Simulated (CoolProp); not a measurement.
CH3F (R41) along the isobar 0.52 MPa: density (kg/m³) from the reference equation and from simpler models built on Tc = 44.1 °C, pc = 5.906 MPa, ω = 0.200; each cubic takes its own stable root.

Model: reference Helmholtz-energy equation of state, Lemmon 2006, in CoolProp. It is a short technical equation, of lower accuracy than the large ones.

| T (°C) | phase | reference | van der Waals | Redlich-Kwong | Soave-Redlich-Kwong |
|---|---|---|---|---|---|
| -74.35 | liquid | 873.3 | … | 676.9 | … |
| -55.55 | liquid | 831.8 | 10.49 | 640.1 | 658.9 |
| -36.65 | gas | 10.05 | 9.522 | 9.704 | 9.761 |
| -17.85 | gas | 9.032 | 8.735 | 8.850 | 8.883 |
| 1.05 | gas | 8.248 | 8.072 | … | 8.164 |
| 19.85 | gas | 7.619 | 7.509 | 7.557 | 7.565 |
| 38.75 | gas | 7.090 | 7.020 | 7.051 | 7.053 |
| 57.55 | gas | 6.640 | … | 6.615 | 6.612 |
| 76.45 | gas | 6.247 | 6.219 | 6.231 | 6.225 |
| 95.25 | gas | 5.903 | 5.885 | 5.893 | 5.884 |
| 114.15 | gas | 5.596 | 5.586 | 5.589 | 5.580 |
| 132.95 | gas | 5.322 | 5.317 | 5.318 | 5.308 |
| 151.85 | gas | 5.074 | 5.072 | 5.071 | 5.061 |

What belongs in the gaps?


- -74.35, van der Waals: 11.68
- -74.35, Soave-Redlich-Kwong: 693.1
- 1.05, Redlich-Kwong: 8.145
- 57.55, van der Waals: 6.595

At some of these states van der Waals gives the other phase, because its saturation line lies elsewhere.
